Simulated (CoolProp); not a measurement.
A single-stage vapour-compression cycle with the fluid: evaporating at 270.15 K (dew point), condensing at 315.15 K (bubble point), superheat 0 K, subcooling 8 K, compressor efficiency 0.9, no pressure losses. The same conditions are run with several fluids, on thermodynamics alone (safety and materials aside).

Computed with CoolProp (reference Helmholtz-energy equation of state of each fluid (the fluoroketone C6F12O (FK-5-1-12): McLinden 2015; CH2F2 (R32): Tillner-Roth 1997; isobutane: Bücker 2006; trans-2-butene: Lemmon 2005; hydrogen sulfide: Lemmon 2006; R245ca: Zhou 2016)).

Task: Rank the fluoroketone C6F12O (FK-5-1-12), CH2F2 (R32), isobutane, trans-2-butene, hydrogen sulfide, R245ca by cooling COP, highest first.

Result: trans-2-butene (4.82), R245ca (4.78), isobutane (4.66), hydrogen sulfide (4.49), CH2F2 (R32) (4.40), the fluoroketone C6F12O (FK-5-1-12) (4.21)

| fluid | pressure ratio | discharge temperature (K) | refrigerating effect (kJ/kg) | volumetric capacity (kJ/m³) |
|---|---|---|---|---|
| the fluoroketone C6F12O (FK-5-1-12) | 7.42 | 315.1 | 61.7 | 93.4 |
| CH2F2 (R32) | 3.53 | 354.4 | 252 | 5050 |
| isobutane | 3.97 | 315.1 | 269 | 1040 |
| trans-2-butene | 4.45 | 320.3 | 324 | 733 |
| hydrogen sulfide | 3.17 | 369.5 | 387 | 6220 |
| R245ca | 6.29 | 315.2 | 169 | 303 |

The compression ends wet for: the fluoroketone C6F12O (FK-5-1-12); isobutane; R245ca.
